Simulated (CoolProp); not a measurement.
Vapour pressure (bar) of R115: the reference equation beside estimates from Tc = 353.1 K, pc = 31.29 bar, ω = 0.248. Clausius-Clapeyron is anchored at 248.6 K with a constant enthalpy of vaporisation of 18.47 kJ/mol.

The numbers come from the reference Helmholtz-energy equation of state, Lemmon 2016 in CoolProp.

```json
[
 {"T (K)": "217.9", "reference": "0.4652", "Lee-Kesler": "0.4574", "Clausius-Clapeyron": "0.5304", "van der Waals": "3.191", "Redlich-Kwong": "0.8556", "Peng-Robinson": "0.4675"},
 {"T (K)": "224", "reference": "0.6352", "Lee-Kesler": "0.6273", "Clausius-Clapeyron": "0.7001", "van der Waals": "3.722", "Redlich-Kwong": "1.124", "Peng-Robinson": "0.6364"},
 {"T (K)": "230.2", "reference": "0.8549", "Lee-Kesler": "0.8476", "Clausius-Clapeyron": "0.9144", "van der Waals": "4.320", "Redlich-Kwong": "1.456", "Peng-Robinson": "0.8544"},
 {"T (K)": "236.3", "reference": "1.125", "Lee-Kesler": "1.119", "Clausius-Clapeyron": "1.173", "van der Waals": "4.967", "Redlich-Kwong": "1.850", "Peng-Robinson": "1.122"},
 {"T (K)": "242.5", "reference": "1.463", "Lee-Kesler": "1.460", "Clausius-Clapeyron": "1.492", "van der Waals": "5.687", "Redlich-Kwong": "2.324", "Peng-Robinson": "1.458"},
 {"T (K)": "248.6", "reference": "1.868", "Lee-Kesler": "1.869", "Clausius-Clapeyron": "1.868", "van der Waals": "6.459", "Redlich-Kwong": "2.872", "Peng-Robinson": "1.860"},
 {"T (K)": "254.8", "reference": "2.361", "Lee-Kesler": "2.367", "Clausius-Clapeyron": "2.321", "van der Waals": "7.312", "Redlich-Kwong": "3.518", "Peng-Robinson": "2.351"},
 {"T (K)": "260.9", "reference": "2.937", "Lee-Kesler": "2.950", "Clausius-Clapeyron": "2.846", "van der Waals": "8.218", "Redlich-Kwong": "4.249", "Peng-Robinson": "2.926"},
 {"T (K)": "267.1", "reference": "3.626", "Lee-Kesler": "3.647", "Clausius-Clapeyron": "3.468", "van der Waals": "9.211", "Redlich-Kwong": "5.096", "Peng-Robinson": "3.614"},
 {"T (K)": "273.2", "reference": "4.416", "Lee-Kesler": "4.445", "Clausius-Clapeyron": "4.175", "van der Waals": "10.26", "Redlich-Kwong": "6.039", "Peng-Robinson": "4.405"},
 {"T (K)": "279.4", "reference": "5.343", "Lee-Kesler": "5.381", "Clausius-Clapeyron": "5.000", "van der Waals": "11.40", "Redlich-Kwong": "7.115", "Peng-Robinson": "5.336"},
 {"T (K)": "285.5", "reference": "6.390", "Lee-Kesler": "6.437", "Clausius-Clapeyron": "5.926", "van der Waals": "12.60", "Redlich-Kwong": "8.296", "Peng-Robinson": "6.391"},
 {"T (K)": "291.7", "reference": "7.602", "Lee-Kesler": "7.659", "Clausius-Clapeyron": "6.992", "van der Waals": "13.89", "Redlich-Kwong": "9.628", "Peng-Robinson": "7.615"}
]
```

Absolute difference from the reference over all 13 rows, mean and median: Lee-Kesler 0.7 and 0.7 %, Clausius-Clapeyron 5.7 and 5.5 %, van der Waals 255.6 and 209.7 %, Redlich-Kwong 51.4 and 49.0 %, Peng-Robinson 0.3 and 0.3 %.
